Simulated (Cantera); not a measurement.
Cantera run:

```python
import numpy as np
import cantera as ct

gas_names = [...]  # 47 gases of nasa_gas.yaml made of Cl, H, N, O, Si
cond_names = """
    H2O(s) H2O(L) NH4CL(a) NH4CL(b) Si(cr) Si(L) SiO2(Lqz) SiO2(hqz) SiO2(L) Si2N2O(s) Si3N4(a)
""".split()


# ... load() reads the species with a 1 bar reference pressure and builds the phases ...
atoms = {
    'SiH2Cl2': {'Si': 1, 'H': 2, 'CL': 2},
    'N2O': {'N': 2, 'O': 1},
    'N2': {'N': 2},
}
top_T = {'Si2N2O(s)': 2100, 'Si3N4(a)': 2400}  # K; cautious upper limits of use, not melting points


# ... equilibrate(T, P, feed) seeds the gas with the atoms and calls Mixture.equilibrate('TP', solver="vcs", rtol=1e-11, max_steps=5000) ...
results = []
T = 625  # K
P = 133.322  # Pa
for m in [0.33, 0.7, 1.5, 3.2, 6.9, 15, 32]:
    feed = {'SiH2Cl2': 1, 'N2O': m, 'N2': 3}  # mol
    mix = equilibrate(T, P, feed)
    results.append((T, P, feed, dict(zip(mix.species_names, mix.species_moles))))

top = {s: max(r[3][s] / sum(r[3][g] for g in gas_names) for r in results) for s in gas_names}
cols = sorted((s for s in top if top[s] > 0.001), key=lambda s: -top[s])[:8]
seen = [c for c in cond_names if any(r[3].get(c, 0) > 1e-12 for r in results)]
print("log10 of partial pressures in bar; condensed amounts in mol")
print(f"{'n(N2O)':>10s}" + "".join(f"{s[:9]:>10s}" for s in cols + seen))
for T, P, feed, n in results:
    ng = sum(n[g] for g in gas_names)
    print(f"{feed['N2O']:10.4g}" + "".join(f"{np.log10(max(n[s] / ng * P / 1e5, 1e-99)):10.3f}" for s in cols)
          + "".join(f"{n.get(c, 0):10.4g}" for c in seen))
```

It prints:

```
log10 of partial pressures in bar; condensed amounts in mol
    n(N2O)        N2       HCL        O2        H2     SiCL4       H2O       CL2 SiO2(Lqz) Si2N2O(s)  Si3N4(a)
      0.33    -3.075    -3.592   -70.470    -3.804    -4.105   -21.262   -19.790         0      0.33   0.02145
       0.7    -3.081    -3.304   -48.034    -5.288    -5.589   -11.528   -17.729    0.1367    0.4266         0
       1.5    -3.039    -3.384   -48.006    -5.404    -5.705   -11.630   -17.773    0.6698    0.1604         0
       3.2    -3.016    -3.772    -4.238   -19.806   -22.222    -4.148    -4.148         1         0         0
       6.9    -3.028    -4.057    -3.685   -20.228   -23.068    -4.294    -4.294         1         0         0
        15    -3.038    -4.352    -3.500   -20.570   -23.751    -4.543    -4.543         1         0         0
        32    -3.045    -4.658    -3.421   -20.896   -24.403    -4.830    -4.830         1         0         0
```

Equilibrium computed with Cantera from the NASA thermochemical tables; the gas is ideal and each condensed phase is pure.
